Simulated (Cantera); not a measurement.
A perfectly stirred reactor is fed with 9.15 % CH₄, 1.10 % H₂, 18.8 % O₂, 70.9 % N₂, at 1280 Torr; it is adiabatic with a 423 K inlet, and is followed from long to short residence time, starting on the burning branch (τ in s: 0.063, 0.033, 0.017, 0.0091, 0.0048, 0.0025, 0.0013, 0.00069, 0.00036, 0.00019, 9.9e-05).

Model: GRI-Mech 3.0 (53 species, 325 reactions), integrated in Cantera.

Task: Predict: blow-out, bracketed by the residence times tried; x(CH₄) at τ = 63.0 ms; x(H₂) at τ = 63.0 ms; x(O₂) at τ = 63.0 ms; x(N₂O) at τ = 63.0 ms; x(OH) at τ = 63.0 ms; x(CH₄) at τ = 2.50 ms; x(H₂) at τ = 2.50 ms; x(O₂) at τ = 2.50 ms; x(N₂O) at τ = 2.50 ms; x(OH) at τ = 2.50 ms.

Result: blow-out, bracketed by the residence times tried: burning at 99.0 µs, the shortest tried
x(CH₄) at τ = 63.0 ms: 3.24e-6
x(H₂) at τ = 63.0 ms: 0.00461
x(O₂) at τ = 63.0 ms: 0.00620
x(N₂O) at τ = 63.0 ms: 1.78e-7
x(OH) at τ = 63.0 ms: 0.00394
x(CH₄) at τ = 2.50 ms: 3.87e-5
x(H₂) at τ = 2.50 ms: 0.00820
x(O₂) at τ = 2.50 ms: 0.0115
x(N₂O) at τ = 2.50 ms: 1.90e-7
x(OH) at τ = 2.50 ms: 0.00627
